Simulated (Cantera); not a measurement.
**Ignition delay**

Mixture: CH₄ : C₂H₆ : O₂ : N₂ : H₂O = 1 : 0.26 : 5.02 : 18.9 : 6.9 (molar parts), at 44000 Pa, adiabatic and at constant pressure. Ignition delay is the time to a rise of 400 K.

Computed with Cantera and GRI-Mech 3.0 (53 species, 325 reactions). Where the delays flatten at high temperature, the 400 K rule measures the pace of heat release, not the induction time.

```json
[
 {"T0 (K)": "1125", "delay (ms)": "12.9"},
 {"T0 (K)": "1225", "delay (ms)": "2.91"},
 {"T0 (K)": "1325", "delay (ms)": "1.06"},
 {"T0 (K)": "1425", "delay (ms)": "0.469"},
 {"T0 (K)": "1525", "delay (ms)": "0.238"},
 {"T0 (K)": "1625", "delay (ms)": "0.150"},
 {"T0 (K)": "1725", "delay (ms)": "0.120"}
]
```
